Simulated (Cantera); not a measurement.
Charge: 1 mol Si3H8, 0.0043 mol Cl2, 3.7 mol H2, held at 1375 K and 36.8 Torr.

These are equilibrium values from Cantera (NASA tables, ideal gas, pure condensed phases), not measurements of a reactor. Candidate condensed phases: Si; 19 gas species. The feed counts by its element totals alone. Rates play no part.

Base state: H2 0.999, HCl 0.00111, H 1.55e-5 (mole fractions); condensed: Si(s).

Task: What changes in the equilibrium state with this change: Si3H8 replaced by SiH2Cl2?

Result: 
```json
[
 {"species": "H2", "before": "0.999", "after": "0.774"},
 {"species": "HCl", "before": "0.00111", "after": "0.132"},
 {"species": "SiCl2", "before": "3.55e-6", "after": "0.0646"},
 {"species": "SiCl4", "before": "<1e-9", "after": "0.0118"},
 {"species": "SiCl3", "before": "5.24e-9", "after": "0.0129"},
 {"species": "SiHCl3", "before": "2.04e-9", "after": "0.00441"},
 {"species": "SiH2Cl2", "before": "1.74e-8", "after": "0.000245"},
 {"species": "H", "before": "1.55e-5", "after": "1.36e-5"},
 {"species": "Si(s), mol", "before": "3.00", "after": "0.477"}
]
```
The tables' values for SiCl3 are old estimates; treat these amounts as uncertain.
